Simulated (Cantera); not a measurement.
Adiabatic ignition

An adiabatic, constant-volume homogeneous reactor starts with 18.9 % CO, 0.681 % H₂, 16.9 % O₂, 63.5 % N₂, equivalence ratio 0.58, at 1800 K and 8250 Torr.

Cantera simulation using GRI-Mech 3.0 (53 species, 325 reactions); the numbers are that mechanism's predictions, not measurements. The hydrogen kinetics of GRI-Mech 3.0 are dated; newer H2 mechanisms differ, most at raised pressure. Above 3000 K some thermodynamic fits are extrapolated.

| t (s) | T (K) | P (bar) | x CO | x H₂ | x O₂ | x N₂O | x O |
|---|---|---|---|---|---|---|---|
| 1.00e-6 | 1800 | 11.0 | 0.189 | 0.00674 | 0.169 | 2.90e-9 | 6.84e-5 |
| 2.42e-6 | 1836 | 11.2 | 0.182 | 0.00193 | 0.159 | 4.26e-7 | 0.00625 |
| 5.88e-6 | 2194 | 13.1 | 0.129 | 0.000287 | 0.124 | 6.54e-6 | 0.0247 |
| 1.43e-5 | 2797 | 16.2 | 0.0705 | 0.000252 | 0.100 | 7.23e-6 | 0.0173 |
| 3.46e-5 | 3024 | 17.2 | 0.0496 | 0.000187 | 0.0912 | 5.87e-6 | 0.00984 |
| 8.38e-5 | 3024 | 17.2 | 0.0472 | 0.000183 | 0.0854 | 5.81e-6 | 0.00875 |
| 0.000203 | 3013 | 17.1 | 0.0465 | 0.000183 | 0.0815 | 5.94e-6 | 0.00822 |
| 0.000492 | 3010 | 17.1 | 0.0464 | 0.000183 | 0.0807 | 5.98e-6 | 0.00811 |
| 0.00119 | 3010 | 17.1 | 0.0464 | 0.000183 | 0.0807 | 5.98e-6 | 0.00810 |
| 0.00289 | 3010 | 17.1 | 0.0464 | 0.000183 | 0.0807 | 5.98e-6 | 0.00810 |
| 0.00702 | 3010 | 17.1 | 0.0464 | 0.000183 | 0.0807 | 5.98e-6 | 0.00810 |
| 0.0170 | 3010 | 17.1 | 0.0464 | 0.000183 | 0.0807 | 5.98e-6 | 0.00810 |
| 0.0412 | 3010 | 17.1 | 0.0464 | 0.000183 | 0.0807 | 5.98e-6 | 0.00810 |
| 0.100 | 3010 | 17.1 | 0.0464 | 0.000183 | 0.0807 | 5.98e-6 | 0.00810 |
x: mole fraction; the columns are a selection and need not sum to one.

The time of steepest temperature rise comes out as 5.81 µs, the temperature at 0.100 s is 3010 K and the equilibrium temperature is 3010 K. The x(CO) at 0.100 s comes out as 0.0464 (gas-phase equilibrium 0.0464). The x(H₂) at 0.100 s is 0.000183 (gas-phase equilibrium 0.000183) and the x(O₂) at 0.100 s is 0.0807 (gas-phase equilibrium 0.0807).
